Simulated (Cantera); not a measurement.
Input: 1 mol c-C4F8, 0.71 mol CH4, 5.3 mol H2, 1.5 mol F2, at 2527 °C and 13.3 mbar.

Method: chemical equilibrium by Gibbs-energy minimisation in Cantera with the NASA 1993 tables (ideal gas, pure condensed phases). Candidate condensed phases: C, C6H6, C7H8, C8H18; 95 gas species. The feed counts by its element totals alone. Kinetics and transport are ignored.

Base state: HF 0.818, H 0.129, H2 0.0334, F 0.0133, C3 0.00237, C2H2 (acetylene) 0.00111, CF 0.000985, C2H 0.000545 (mole fractions); condensed: C(graphite).

### Question
What changes in the equilibrium state with this change: pressure from 13.3 mbar to 6.60 mbar?

### Answer
| species | before | after |
|---|---|---|
| HF | 0.818 | 0.791 |
| H | 0.129 | 0.155 |
| H2 | 0.0334 | 0.0236 |
| F | 0.0133 | 0.0218 |
| C2 | 0.000231 | 0.000467 |
| C5 | 2.26e-5 | 4.58e-5 |
| C3 | 0.00237 | 0.00478 |
| C | 0.000494 | 0.000998 |
| C(graphite), mol | 4.54 | 4.42 |

### Question
What changes in the equilibrium state with this change: temperature from 2527 °C to 2727 °C?

### Answer
| species | before | after |
|---|---|---|
| HF | 0.818 | 0.716 |
| H | 0.129 | 0.182 |
| F | 0.0133 | 0.0456 |
| C3 | 0.00237 | 0.0234 |
| H2 | 0.0334 | 0.0177 |
| C5 | 2.26e-5 | 0.000428 |
| C4 | 4.35e-6 | 7.91e-5 |
| C(graphite), mol | 4.54 | 3.38 |

### Question
What changes in the equilibrium state with this change: F2 from 1.5 to 0.93 mol?

### Answer
```csv
species,before,after
HF,0.818,0.757
H,0.129,0.170
H2,0.0334,0.0573
F,0.0133,0.00941
CF2,4.10e-5,2.05e-5
C2H2 (acetylene),0.00111,0.00191
C4H2,1.55e-5,2.65e-5
CF,0.000985,0.000696
"C(graphite), mol",4.54,4.53
```
